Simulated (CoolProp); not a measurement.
Nitrogen along the isobar 17.9 bar: Z from the reference equation and from simpler models built on Tc = 126.2 K, pc = 33.96 bar, ω = 0.037; each cubic takes its own stable root.

The numbers come from the reference Helmholtz-energy equation of state, Span 2000 in CoolProp.

```json
[
 {"T (K)": "116.5", "phase": "gas", "reference": "0.7118"},
 {"T (K)": "130.1", "phase": "gas", "reference": "0.8178"},
 {"T (K)": "143.6", "phase": "gas", "reference": "0.8731"},
 {"T (K)": "157.2", "phase": "gas", "reference": "0.9080"},
 {"T (K)": "170.8", "phase": "gas", "reference": "0.9316"},
 {"T (K)": "184.3", "phase": "gas", "reference": "0.9484"},
 {"T (K)": "197.9", "phase": "gas", "reference": "0.9608"},
 {"T (K)": "211.4", "phase": "gas", "reference": "0.9701"},
 {"T (K)": "225", "phase": "gas", "reference": "0.9774"},
 {"T (K)": "238.6", "phase": "gas", "reference": "0.9830"}
]
```

Question: How far does each simpler model (Soave-Redlich-Kwong, Peng-Robinson) lie from the reference over these 10 states: mean and median of the absolute difference, and the worst?

Answer: 
- Soave-Redlich-Kwong: mean 0.2 %, median 0.2 %, worst -0.4 % at 130.1 K and 17.9 bar
- Peng-Robinson: mean 1.5 %, median 1.4 %, worst -2.6 % at 116.5 K and 17.9 bar
